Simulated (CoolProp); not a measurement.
The fluoroketone C6F12O (FK-5-1-12) along the isobar 8.01 MPa: density (kg/m³) from the reference equation and from simpler models built on Tc = 168.7 °C, pc = 1.869 MPa, ω = 0.471; each cubic takes its own stable root.

The numbers come from the reference Helmholtz-energy equation of state, McLinden 2015 in CoolProp.

```csv
T (°C),phase,reference
123.85,liquid,1351
133.25,liquid,1320
142.55,liquid,1289
151.95,liquid,1256
161.35,liquid,1223
170.65,supercritical,1188
180.05,supercritical,1153
189.45,supercritical,1116
198.75,supercritical,1079
208.15,supercritical,1040
217.45,supercritical,1002
226.85,supercritical,962.1
```

Problem. How far does each simpler model (van der Waals, Redlich-Kwong, Peng-Robinson) lie from the reference over these 12 states: mean and median of the absolute difference, and the worst?

Solution. 
- van der Waals: mean 25.9 %, median 26.6 %, worst -31.8 % at 123.85 °C and 8.01 MPa
- Redlich-Kwong: mean 6.8 %, median 7.4 %, worst -9.5 % at 123.85 °C and 8.01 MPa
- Peng-Robinson: mean 2.3 %, median 2.3 %, worst +4.5 % at 123.85 °C and 8.01 MPa
